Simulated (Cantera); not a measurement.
A closed system holds: 1 mol Al(CH₃)₃, a varied amount of O₂, 4.8 mol N₂, at 852 °C and 0.00133 bar.

Cantera equilibrium calculation (NASA polynomials, part measured and part estimated; ideal gas, pure solids and liquids). Candidate condensed phases: Al, AlN, Al₂O₃, C, C₆H₆, C₇H₈, C₈H₁₈, H₂O; 148 gas species. The feed counts by its element totals alone. Rates play no part.

Problem. Which condensed phases are stable at each of these points (n(O₂) (mol)): 0.8, 1.3, 2.2, 3.6, 6, 10, 17, 28?

Solution. 
| n(O₂) (mol) | condensed phases | Al condensed (%) |
|---|---|---|
| 0.8 | Al₂O₃(s) + C(graphite) | 100.0 |
| 1.3 | Al₂O₃(s) + C(graphite) | 100.0 |
| 2.2 | Al₂O₃(s) + C(graphite) | 100.0 |
| 3.6 | Al₂O₃(s) | 100.0 |
| 6 | Al₂O₃(s) | 100.0 |
| 10 | Al₂O₃(s) | 100.0 |
| 17 | Al₂O₃(s) | 100.0 |
| 28 | Al₂O₃(s) | 100.0 |

From 0.8 mol O₂ to 2.2 mol O₂ the condensed part is Al₂O₃(s) + C(graphite). From 3.6 mol O₂ to 28 mol O₂ the condensed part is Al₂O₃(s).
